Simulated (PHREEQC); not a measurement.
Synthetic water in mg/kgw, 25 °C, pH 5.92, pe 8.1: Na 442; K 44.5; Ca 212; Mg 12; Cl 317; S(6) as SO4 531; Alkalinity as HCO3 725; N(5) as NO3 3.17; O(0) (dissolved oxygen) 2.33.

Valence states are taken as typed.

All values are PHREEQC results (ion-association model, phreeqc.dat), not measurements.

ionic strength: 0.0384 mol/kgw
specific conductance: 2940 µS/cm
charge-balance error: 0.0 %

| species | molality | activity | log γ |
|---|---|---|---|
| CO2 | 0.0259 | 0.0261 | 0.004 |
| Na+ | 0.0189 | 0.0159 | -0.076 |
| HCO3- | 0.0115 | 0.00966 | -0.074 |
| Cl- | 0.00894 | 0.00743 | -0.080 |
| SO4-2 | 0.00440 | 0.00218 | -0.304 |
| Ca+2 | 0.00417 | 0.00211 | -0.296 |
| K+ | 0.00112 | 0.000930 | -0.081 |
| CaSO4 | 0.000811 | 0.000819 | 0.004 |
| Mg+2 | 0.000371 | 0.000191 | -0.288 |
| CaHCO3+ | 0.000307 | 0.000260 | -0.072 |
| NaSO4- | 0.000206 | 0.000174 | -0.074 |
| MgSO4 | 9.69e-5 | 9.78e-5 | 0.004 |
| NaHCO3 | 8.56e-5 | 8.63e-5 | 0.004 |
| O2 | 7.28e-5 | 7.35e-5 | 0.004 |

This is a speciation only: nothing precipitates in the calculation.
